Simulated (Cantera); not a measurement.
# B₂H₆ + H₂O + N₂ + H₂ (boron, boron nitride and boron oxide)

Charge: 1 mol B₂H₆, 13 mol H₂O, 0.27 mol N₂, 5.9 mol H₂, held at 25.5 Torr.

Method: chemical equilibrium by Gibbs-energy minimisation in Cantera with the NASA 1993 tables (ideal gas, pure condensed phases). Candidate condensed phases: B, BN, B₂O₃, B₃O₃H₃, H₂O; 39 gas species. The feed counts by its element totals alone. Equilibrium is a limit: real reactors are often held back by kinetics, nucleation or transport.

From 1850 K to 2300 K nothing is condensed. The main B-bearing gas is HBO₂ throughout.

```json
[
 {"T (K)": "1850", "log p H₂": "-1.76", "log p H₂O": "-1.88", "log p HBO₂": "-2.55", "log p H": "-4.15", "log p N₂": "-3.40", "log p OH": "-5.40"},
 {"T (K)": "1900", "log p H₂": "-1.76", "log p H₂O": "-1.88", "log p HBO₂": "-2.55", "log p H": "-3.98", "log p N₂": "-3.40", "log p OH": "-5.18"},
 {"T (K)": "1950", "log p H₂": "-1.76", "log p H₂O": "-1.88", "log p HBO₂": "-2.55", "log p H": "-3.82", "log p N₂": "-3.40", "log p OH": "-4.98"},
 {"T (K)": "2000", "log p H₂": "-1.76", "log p H₂O": "-1.88", "log p HBO₂": "-2.56", "log p H": "-3.67", "log p N₂": "-3.40", "log p OH": "-4.79"},
 {"T (K)": "2050", "log p H₂": "-1.76", "log p H₂O": "-1.88", "log p HBO₂": "-2.56", "log p H": "-3.53", "log p N₂": "-3.40", "log p OH": "-4.60"},
 {"T (K)": "2100", "log p H₂": "-1.77", "log p H₂O": "-1.88", "log p HBO₂": "-2.56", "log p H": "-3.39", "log p N₂": "-3.41", "log p OH": "-4.43"},
 {"T (K)": "2150", "log p H₂": "-1.77", "log p H₂O": "-1.88", "log p HBO₂": "-2.57", "log p H": "-3.26", "log p N₂": "-3.41", "log p OH": "-4.26"},
 {"T (K)": "2200", "log p H₂": "-1.77", "log p H₂O": "-1.88", "log p HBO₂": "-2.57", "log p H": "-3.14", "log p N₂": "-3.41", "log p OH": "-4.10"},
 {"T (K)": "2250", "log p H₂": "-1.78", "log p H₂O": "-1.89", "log p HBO₂": "-2.58", "log p H": "-3.02", "log p N₂": "-3.41", "log p OH": "-3.95"},
 {"T (K)": "2300", "log p H₂": "-1.78", "log p H₂O": "-1.89", "log p HBO₂": "-2.59", "log p H": "-2.91", "log p N₂": "-3.41", "log p OH": "-3.80"}
]
```
log p: log10 of the partial pressure in bar; nothing condenses.
